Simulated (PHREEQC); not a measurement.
Solution (40 °C): 29 mmol/kgw CdCl2, 39 mmol/kgw HCl and 25 mmol/kgw NaCl. Closed to the air; pH follows from the charge balance.

Equilibrium calculation in PHREEQC: ion-association model, phreeqc.dat.

Problem. The ionic strength comes out as 0.0994 mol/kgw. What activity coefficients do CdCl3-, Cl-, CdCl+, Cd+2, Na+ get?

Solution. CdCl3- 0.78, Cl- 0.76, CdCl+ 0.78, Cd+2 0.36, Na+ 0.78.

This is a speciation only: nothing precipitates in the calculation. Species that the database lacks are ignored. At this temperature some constants are extrapolated from 25 °C, and those without enthalpy data are left unchanged.
